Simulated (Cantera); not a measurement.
Charge: 1 mol SiHCl₃, 8.8 mol H₂, at 750 Torr.

Cantera equilibrium calculation (NASA polynomials, part measured and part estimated; ideal gas, pure solids and liquids). Candidate condensed phases: Si; 19 gas species. Gases not in the tables: Si₂H₆ and higher silanes. Kinetics and transport are ignored.

Q: What share of the Si ends up in condensed phases as a function of T (°C), at 1300, 1375, 1450, 1525, 1600, 1675, 1750, 1825, 1900, 1975?

A: 
| T (°C) | Si condensed (%) | as |
|---|---|---|
| 1300 | 22.7 | Si(s) |
| 1375 | 20.9 | Si(s) |
| 1450 | 21.0 | Si(l) |
| 1525 | 23.1 | Si(l) |
| 1600 | 25.4 | Si(l) |
| 1675 | 27.5 | Si(l) |
| 1750 | 29.5 | Si(l) |
| 1825 | 31.3 | Si(l) |
| 1900 | 32.8 | Si(l) |
| 1975 | 33.9 | Si(l) |
